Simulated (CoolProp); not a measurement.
A single-stage vapour-compression cycle with hydrogen sulfide: evaporating at 252.15 K (dew point), condensing at 303.15 K (bubble point), superheat 8 K, subcooling 8 K, compressor efficiency 0.8, no pressure losses. Each further row changes one setting.

Model: reference Helmholtz-energy equation of state, Lemmon 2006, in CoolProp. It is a short technical equation, of lower accuracy than the large ones.

```csv
case,cooling COP,pressure ratio,discharge temperature (K),refrigerating effect (kJ/kg),volumetric capacity (kJ/m³)
as stated,3.20,4.31,397.3,414,3680
evaporating temperature 257.15 K,3.69,3.64,___,417,4350
condensing temperature 298.15 K,___,3.82,384.2,425,3780
subcooling 13 K,3.28,4.31,397.3,425,3780
superheat 18 K,3.14,4.31,412.2,425,___
compressor efficiency 0.7,___,4.31,413.2,414,3680
```

Task: Some entries are withheld; supply them.

Result: 
- evaporating temperature 257.15 K, discharge temperature (K): 386.0
- condensing temperature 298.15 K, cooling COP: 3.63
- superheat 18 K, volumetric capacity (kJ/m³): 3610
- compressor efficiency 0.7, cooling COP: 2.80
